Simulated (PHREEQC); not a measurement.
PHREEQC input (ion-association model, wateq4f.dat):

```
SOLUTION_MASTER_SPECIES
  An  An-  0  An  62.0  # stands for a non-complexing anion
SOLUTION_SPECIES
  An- = An-
    -log_k 0
    -gamma 3.0 0
  SO4-2 + 10H+ + 8e- = H2S + 4H2O  # shut off: sulfate is not reduced
    -log_k -100
    -delta_h 0
    -analytic -100
PHASES
  Fix_H+
    H+ = H+
    -log_k 0
SOLUTION 1
  temp 25
  units mmol/kgw
  pH 7 charge
  S(6) 0.00065
  Zn 0.00065
  Cl 0.0222
  Sr 0.0011
  Mn(2) 0.01
  Na 100
  An 100
END
SELECTED_OUTPUT 1
  -reset false
  -pH true
  -pe true
  -ionic_strength true
  -water true
  -totals Cl Mn Na S Sr Zn Mn(2) Mn(3) Mn(6) Mn(7)
    S(-2) S(6)
  -molalities Hfo_wOH Hfo_wOH2+ Hfo_wO- Hfo_sOH Hfo_sOH2+ Hfo_sO- Hfo_sOZn+ Hfo_wOZn+ Hfo_wSO4- Hfo_wOHSO4-2
    Hfo_sOMn+ Hfo_wOMn+ Hfo_sOHSr+2 Hfo_wOSr+ Hfo_wOSrOH
  -saturation_indices Celestite Pyrochroite Zincite(c) Zn4(OH)6SO4 Zn5(OH)8Cl2 Halite Mirabilite Goslarite
USER_PUNCH 1
  -headings sigma psi
  10 PUNCH EDL("sigma", "Hfo"), EDL("psi", "Hfo")
PRINT
  -reset false
USE solution 1
SURFACE 1
  Hfo_wOH 0.000168539 600 0.075
  Hfo_sOH 4.21348e-06
EQUILIBRIUM_PHASES 1
  Fix_H+ -4 HAn 10
    -force_equality true
END
# ... the last block is repeated for the other 12 points of pH, with NaOH or the acid as the point needs
```

Selected output (columns that matter, 13 of 13 rows; pH added in front):

```
pH	mu	Mn	Na	S	Sr	Zn	si_Celestite	si_Pyrochroite	si_Zincite(c)	si_Zn4(OH)6SO4	si_Zn5(OH)8Cl2	si_Halite	si_Mirabilite	si_Goslarite
4	0.10023	1e-05	0.1	3.7911e-08	1.1e-06	6.4995e-07	-7.6578	-12.601	-9.7263	-38.674	-48.977	-7.459	-9.0397	-12.561
4.67	0.10012	9.9995e-06	0.1	7.793e-08	1.1e-06	6.4914e-07	-7.3432	-11.261	-8.3867	-34.341	-43.619	-7.459	-8.7252	-12.247
5.33	0.10008	9.992e-06	0.1	2.1309e-07	1.1e-06	6.3743e-07	-6.906	-9.9409	-7.0746	-29.976	-38.379	-7.4589	-8.288	-11.818
6	0.10006	9.8904e-06	0.1	4.7156e-07	1.0999e-06	5.0996e-07	-6.5609	-8.6053	-5.8317	-25.999	-33.504	-7.4589	-7.9429	-11.57
6.67	0.10005	8.9716e-06	0.1	6.1815e-07	1.0995e-06	1.6895e-07	-6.4435	-7.3076	-4.9724	-23.784	-30.547	-7.4589	-7.8253	-11.933
7.33	0.10003	6.5792e-06	0.1	6.4626e-07	1.0987e-06	4.5885e-08	-6.4244	-6.1224	-4.2234	-22.089	-28.122	-7.4589	-7.8059	-12.485
8	0.10003	2.9638e-06	0.10001	6.4964e-07	1.0966e-06	1.0547e-08	-6.4229	-5.1292	-3.5592	-20.77	-26.141	-7.4588	-7.8035	-13.158
8.67	0.10003	3.5236e-07	0.10003	6.4997e-07	1.0709e-06	1.8805e-09	-6.433	-4.7161	-3.2929	-21.044	-26.15	-7.4587	-7.8031	-14.232
9.33	0.10006	2.7487e-08	0.10007	6.5e-07	8.3758e-07	1.4659e-09	-6.5398	-4.5134	-3.1066	-21.619	-26.538	-7.4586	-7.8028	-15.365
10	0.10017	2.5154e-09	0.10019	6.5e-07	2.592e-07	2.5219e-09	-7.0497	-4.2535	-2.85	-21.933	-26.595	-7.4582	-7.8021	-16.449
10.67	0.10067	3.7041e-10	0.1007	6.5e-07	3.8715e-08	6.4314e-09	-7.8774	-3.9001	-2.4989	-21.869	-26.18	-7.4563	-7.799	-17.439
11.33	0.10288	1.4005e-10	0.10293	6.5e-07	7.0221e-09	3.2915e-08	-8.6274	-3.3845	-2.0005	-21.2	-25.01	-7.4485	-7.7859	-18.265
12	0.11335	2.43e-10	0.11341	6.5e-07	2.3693e-09	3.5389e-07	-9.1383	-2.5646	-1.4975	-20.547	-23.844	-7.4136	-7.7283	-19.121
```
